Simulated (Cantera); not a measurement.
Ignition delay

Mixture: CH₄ : C₂H₆ : C₃H₈ : O₂ : N₂ : CO₂ = 1 : 0.03 : 0.062 : 1.15 : 4.32 : 1 (molar parts), equivalence ratio 2.1, at 1.70 bar, adiabatic and at constant volume. Ignition delay is the time to a rise of 400 K.

Computed with Cantera and GRI-Mech 3.0 (53 species, 325 reactions).

```json
[
 {"T0 (K)": "1300", "delay (ms)": "2.55"},
 {"T0 (K)": "1350", "delay (ms)": "1.29"},
 {"T0 (K)": "1400", "delay (ms)": "0.689"},
 {"T0 (K)": "1450", "delay (ms)": "0.391"},
 {"T0 (K)": "1500", "delay (ms)": "0.235"},
 {"T0 (K)": "1550", "delay (ms)": "0.148"},
 {"T0 (K)": "1600", "delay (ms)": "0.0971"},
 {"T0 (K)": "1650", "delay (ms)": "0.0666"}
]
```

| Quantity | Value |
|---|---|
| apparent activation energy between 1550 and 1650 K | 170 kJ/mol |
